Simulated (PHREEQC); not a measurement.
Make-up at 55 °C: 0.038 mol H3PO4 per kg of water. Closed to the air; pH follows from the charge balance.

All values are PHREEQC results (ion-association model, phreeqc.dat), not measurements.

```json
{
  "pH": "1.95",
  "ionic_strength": "0.0125 mol/kgw",
  "specific_conductance": "7760 µS/cm",
  "total_alkalinity": "-38.0 meq/kg"
}
```

```json
[
 {"species": "H3PO4", "molality": "0.0255", "activity": "0.0256", "log γ": "0.001"},
 {"species": "H+", "molality": "0.0125", "activity": "0.0113", "log γ": "-0.045"},
 {"species": "H2PO4-", "molality": "0.0125", "activity": "0.0111", "log γ": "-0.050"},
 {"species": "HPO4-2", "molality": "1.14e-7", "activity": "7.15e-8", "log γ": "-0.204"}
]
```

This is a speciation only: nothing precipitates in the calculation. At this temperature some constants are extrapolated from 25 °C, and those without enthalpy data are left unchanged.
